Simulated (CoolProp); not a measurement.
Vapour-liquid equilibrium of n-octane (1) + p-xylene (2) at 0.00197 MPa; x and y are mole fractions of (1).

Computed with CoolProp (multi-fluid Helmholtz-energy mixture model, Beckmüller 2019 and Zhou 2012; pair parameters Bell 2016).

```csv
x,"bubble temperature, mixture model (K)","bubble temperature, Raoult's law (K)","y, mixture model","y, Raoult's law"
0.05,306.3,306.9,0.104,0.077
0.125,305.0,306.1,0.228,0.184
0.2,303.9,305.4,0.327,0.283
0.275,303.0,304.7,0.409,0.375
0.35,302.3,304.0,0.481,0.460
0.425,301.7,303.4,0.546,0.539
0.5,301.2,302.7,0.607,0.613
0.575,300.8,302.1,0.665,0.682
0.65,300.4,301.5,0.722,0.746
0.725,300.0,301.0,0.779,0.807
0.8,299.7,300.4,0.837,0.864
0.875,299.4,299.9,0.897,0.917
0.95,299.2,299.4,0.958,0.968
```

The largest gap from Raoult's law is -1.7 K in bubble temperature, at x = 0.35. No azeotrope shows between x = 0.05 and 0.95.

The pair parameters rest on a limited set of measurements; away from them the model extrapolates.
